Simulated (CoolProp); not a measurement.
Vapour-liquid equilibrium of benzene (1) + p-xylene (2) at 0.0266 MPa; x and y are mole fractions of (1).

The numbers come from the multi-fluid Helmholtz-energy mixture model, Thol 2012 and Zhou 2012; pair parameters Bell 2016 in CoolProp.

```tsv
x	bubble temperature (K)	y at the bubble point	dew temperature at overall composition x (K)	liquid density (mol/L)
0.05	361.8	___	366.5	7.646
0.125	354.1	0.463	___	7.881
0.2	347.8	0.616	362.5	8.115
0.275	342.4	0.721	360.4	___
0.35	337.8	___	358.0	8.587
0.425	333.9	0.846	355.5	8.828
0.5	330.4	0.885	352.7	9.075
0.575	327.4	0.915	349.6	9.328
0.65	324.8	0.938	346.2	9.590
0.725	322.4	0.956	342.1	9.860
0.8	320.2	0.971	___	10.14
0.875	318.2	0.984	331.4	10.43
0.95	316.4	0.994	323.2	10.74
```

Task: What belongs in the gaps?

Result: 
- 0.05, y at the bubble point: 0.227
- 0.125, dew temperature at overall composition x (K): 364.6
- 0.275, liquid density (mol/L): 8.350
- 0.35, y at the bubble point: 0.794
- 0.8, dew temperature at overall composition x (K): 337.4

No azeotrope shows between x = 0.05 and 0.95.

Pair parameters are fitted to limited data, so mixtures are less certain than the pure fluids.
